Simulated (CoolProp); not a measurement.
Vapour-liquid equilibrium of propylene (1) + benzene (2) at 317.8 K; x and y are mole fractions of (1).

Computed with CoolProp (multi-fluid Helmholtz-energy mixture model, Lemmon 2013 and Thol 2012; pair parameters Bell 2016).

**Question.** Give the bubble pressure and the first vapour's composition at x = 0.25, 0.55, 0.75. Is there an azeotrope?

**Answer.** x = 0.25: 6.004 bar, y = 0.953; x = 0.55: 10.84 bar, y = 0.978; x = 0.75: 13.67 bar, y = 0.986. No azeotrope shows between x = 0.05 and 0.95.

Pair parameters are fitted to limited data, so mixtures are less certain than the pure fluids. The gap from Raoult's law changes sign with composition, which may be real or a fault of the pair parameters; it wasn't checked against measurements.
